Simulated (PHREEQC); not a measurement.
## Buffer: an equilibrium model

Consider water at 20 °C with 4 mmol/kgw NaH2PO4, 0.48 mmol/kgw KOH and 5.7 mmol/kgw KCl. Closed to the air; pH follows from the charge balance.

Computed with PHREEQC (ion-association model, wateq4f.dat).

```yaml
pH: 6.21
ionic_strength: 0.0106 mol/kgw
total_alkalinity: 0.480 meq/kg
```

```csv
species,molality,activity,log γ
K+,0.00618,0.00555,-0.047
Cl-,0.00570,0.00512,-0.047
Na+,0.00400,0.00360,-0.045
H2PO4-,0.00352,0.00318,-0.044
HPO4-2,0.000475,0.000315,-0.179
KHPO4-,3.77e-6,3.41e-6,-0.044
NaHPO4-,2.45e-6,2.21e-6,-0.044
H+,6.68e-7,6.10e-7,-0.040
H3PO4,2.68e-7,2.69e-7,0.001
OH-,1.24e-8,1.11e-8,-0.047
```

Precipitation was switched off in this run. H3PO4, which wateq4f.dat lacks, is added to it with the constant of phreeqc.dat.
